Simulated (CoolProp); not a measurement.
The numbers come from the reference Helmholtz-energy equation of state, McLinden 2015 in CoolProp.

Q: For the fluoroketone C6F12O (FK-5-1-12), give the phase and the Z, Joule-Thomson coefficient (K/MPa), isothermal compressibility (1/MPa), expansivity (1/kK) at 500 K and 3.63 MPa; 500 K and 4.15 MPa.

A: 
- 500 K and 3.63 MPa: supercritical; Z 0.526, Joule-Thomson coefficient 7.19, isothermal compressibility 0.434, expansivity 13.0
- 500 K and 4.15 MPa: supercritical; Z 0.498, Joule-Thomson coefficient 5.31, isothermal compressibility 0.293, expansivity 11.8
